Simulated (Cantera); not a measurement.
Feed: 1 mol Al₂O₃, 1.1 mol Cl₂, 4.1 mol N₂, 2.6 mol BCl₃, held at 875 K and 0.930 bar.

These are equilibrium values from Cantera (NASA tables, ideal gas, pure condensed phases), not measurements of a reactor. Candidate condensed phases: Al, AlCl₃, AlN, Al₂O₃, B, BN, B₂O₃; 38 gas species. Condensed phases not in the tables: AlOCl, borates and borosilicate glass, alloys, solid solutions and most ternary compounds. Rates play no part.

Base state: N₂ 0.538, AlCl₃ 0.183, Cl₂ 0.144, BCl₃ 0.0977, Al₂Cl₆ 0.0227, B₃O₃Cl₃ 0.0154, Cl 1.81e-5 (mole fractions); condensed: Al₂O₃(s) + B₂O₃(l).

**Question.** What changes in the equilibrium state with this change: N₂ from 4.1 to 1 mol?

**Answer.** 
| species | before | after |
|---|---|---|
| AlCl₃ | 0.183 | 0.290 |
| Cl₂ | 0.144 | 0.247 |
| N₂ | 0.538 | 0.225 |
| Al₂Cl₆ | 0.0227 | 0.0574 |
| BCl₃ | 0.0977 | 0.155 |
| B₃O₃Cl₃ | 0.0154 | 0.0245 |
| Cl | 1.81e-5 | 2.38e-5 |
| Al₂O₃(s), mol | 0.131 | 0.0996 |
| B₂O₃(l), mol | 0.752 | 0.792 |
